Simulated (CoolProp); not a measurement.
n-hexane along the isobar 10 bar: fugacity coefficient from the reference equation and from simpler models built on Tc = 234.7 °C, pc = 30.44 bar, ω = 0.300; each cubic takes its own stable root.

The numbers come from the reference Helmholtz-energy equation of state, Thol 2019 in CoolProp.

| T (°C) | phase | reference | van der Waals | Peng-Robinson |
|---|---|---|---|---|
| 18.85 | liquid | 0.01597 | 0.2055 | 0.01623 |
| 34.45 | liquid | 0.03086 | 0.2718 | 0.03116 |
| 50.15 | liquid | 0.05529 | 0.3498 | 0.05561 |
| 65.75 | liquid | 0.09225 | 0.4382 | 0.09260 |
| 81.35 | liquid | 0.1453 | 0.5371 | 0.1457 |
| 97.05 | liquid | 0.2181 | 0.6463 | 0.2188 |
| 112.65 | liquid | 0.3127 | 0.7635 | 0.3138 |
| 128.25 | liquid | 0.4313 | 0.8294 | 0.4331 |
| 143.95 | liquid | 0.5761 | 0.8443 | 0.5783 |
| 159.55 | liquid | 0.7449 | 0.8574 | 0.7468 |

At some of these states van der Waals gives the other phase, because its saturation line lies elsewhere.
